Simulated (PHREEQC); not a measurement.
Dissolve 0.0078 mol/kgw HF, 5.1e-05 mol/kgw NaF and 0.012 mol/kgw (NH4)2SiF6 at 25 °C. It is in equilibrium with CO2 at log p = -1 (atm). Otherwise closed; pH follows from the charge balance.

Model: ion-association model, phreeqc.dat, run in PHREEQC.

```
quantity                   before    after
------------------------  -------  -------
pH                           2.71     2.96
ionic strength (mol/kgw)   0.0383   0.0451
HF (mol/kgw)              0.00551  0.00331
F- (mol/kgw)              0.00228  0.00247
HF2- (mol/kgw)            4.82e-5  3.14e-5
H4SiO4 (mol/kgw)          5.79e-6  3.67e-5
SI of Quartz (SiO2)         -1.25    -0.45
```

Task: Which change was made?
(A) HF replaced by NaBF4 at the same molality
(B) NaF from 5.1e-05 to 0.000255 mol/kgw
(C) NaF left out
(D) HF left out
(E) diluted 10-fold with water

Result: A, HF replaced by NaBF4 at the same molality

This is a speciation only: nothing precipitates in the calculation. SiF6-2 is the database's only silicon fluoride. Real BF4- forms and hydrolyses slowly; the run takes it at equilibrium.
